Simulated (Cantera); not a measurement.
Cantera run:

```python
import numpy as np
import cantera as ct

gas_names = """
    CL CL2 H HCL H2 Si SiCL SiCL2 SiCL3 SiCL4 SiH SiHCL3 SiH2 SiH2CL2 SiH3 SiH3CL SiH4 Si2 Si3
""".split()
cond_names = """
    Si(cr) Si(L)
""".split()


def load(file, names, dense=False):
    # The tables refer to 1 bar. Condensed volumes are neglected.
    table = {s.name: s for s in ct.Species.list_from_file(file)}
    out = []
    for n in names:
        d = dict(table[n].input_data)
        d["thermo"] = dict(d["thermo"], **{"reference-pressure": 1e5})
        if dense:
            d["equation-of-state"] = {"model": "constant-volume", "density": "1e6 g/cm^3"}
        out.append(ct.Species.from_dict(d))
    return out


gas = ct.Solution(thermo="ideal-gas", species=load("nasa_gas.yaml", gas_names))
cond = {s.name: ct.Solution(thermo="fixed-stoichiometry", species=[s], name=s.name)
        for s in load("nasa_condensed.yaml", cond_names, dense=True)}
atoms = {
    'Si': {'Si': 1},
    'HCl': {'H': 1, 'CL': 1},
    'H2': {'H': 2},
}
top_T = {}  # K; cautious upper limits of use, not melting points


def equilibrate(T, P, feed):
    n = {}
    for name, mol in feed.items():
        for a, k in atoms[name].items():
            n[a] = n.get(a, 0.0) + k * mol
    gas.TPX = T, P, n
    mass = sum(n.values()) * gas.mean_molecular_weight
    gas.equilibrate("TP")
    valid = [c for c in cond.values() if c.min_temp <= T <= top_T.get(c.name, c.max_temp)]
    mix = ct.Mixture([(gas, mass / gas.mean_molecular_weight)] + [(c, 0.0) for c in valid])
    mix.T, mix.P = T, P
    mix.equilibrate("TP", solver="vcs", rtol=1e-11, max_steps=5000)
    return mix


results = []
feed = {'Si': 1, 'HCl': 22, 'H2': 12}  # mol
P = 100000  # Pa
for T in [723, 873, 1023, 1173, 1323, 1473, 1623]:
    mix = equilibrate(T, P, feed)
    results.append((T, P, feed, dict(zip(mix.species_names, mix.species_moles))))

top = {s: max(r[3][s] / sum(r[3][g] for g in gas_names) for r in results) for s in gas_names}
cols = sorted((s for s in top if top[s] > 1e-06), key=lambda s: -top[s])[:6]
seen = [c for c in cond_names if any(r[3].get(c, 0) > 1e-12 for r in results)]
print("log10 of partial pressures in bar; condensed amounts in mol")
print(f"{'T/K':>10s}" + "".join(f"{s[:9]:>10s}" for s in cols + seen))
for T, P, feed, n in results:
    ng = sum(n[g] for g in gas_names)
    print(f"{T:10.4g}" + "".join(f"{np.log10(max(n[s] / ng * P / 1e5, 1e-99)):10.3f}" for s in cols)
          + "".join(f"{n.get(c, 0):10.4g}" for c in seen))
```

Output:

```
log10 of partial pressures in bar; condensed amounts in mol
       T/K       HCL        H2     SiCL4     SiCL3     SiCL2    SiHCL3
       723    -0.263    -0.372    -1.519    -8.873   -13.829    -5.152
       873    -0.263    -0.372    -1.519    -6.685   -10.082    -4.298
      1023    -0.263    -0.373    -1.521    -5.151    -7.456    -3.703
      1173    -0.263    -0.373    -1.528    -4.022    -5.523    -3.271
      1323    -0.262    -0.374    -1.547    -3.170    -4.055    -2.954
      1473    -0.259    -0.378    -1.611    -2.548    -2.951    -2.757
      1623    -0.251    -0.388    -1.803    -2.194    -2.216    -2.750
```

Method: chemical equilibrium by Gibbs-energy minimisation in Cantera with the NASA 1993 tables (ideal gas, pure condensed phases). The tables' values for SiCl3 are old estimates; treat these amounts as uncertain.
